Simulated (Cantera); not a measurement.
An adiabatic, constant-pressure homogeneous reactor starts with 6.12 % CH4, 19.8 % O2, 74.1 % N2, equivalence ratio 0.62, at 1000 K and 570000 Pa.

Model: GRI-Mech 3.0 (53 species, 325 reactions), integrated in Cantera.

Task: Predict: time of steepest temperature rise; temperature at 6.00 s; equilibrium temperature; x(O2) at 6.00 s; x(CO) at 6.00 s; x(CO2) at 6.00 s; x(H2O2) at 6.00 s; x(H2) at 6.00 s.

Result: 
```
Property                                                               Value
---------------------------------  -----------------------------------------
time of steepest temperature rise                                    0.131 s
temperature at 6.00 s                                                 2243 K
equilibrium temperature                                               2243 K
x(O2) at 6.00 s                        0.0708 (gas-phase equilibrium 0.0708)
x(CO) at 6.00 s                    0.000769 (gas-phase equilibrium 0.000769)
x(CO2) at 6.00 s                       0.0604 (gas-phase equilibrium 0.0604)
x(H2O2) at 6.00 s                    2.92e-7 (gas-phase equilibrium 2.92e-7)
x(H2) at 6.00 s                    0.000283 (gas-phase equilibrium 0.000283)
```
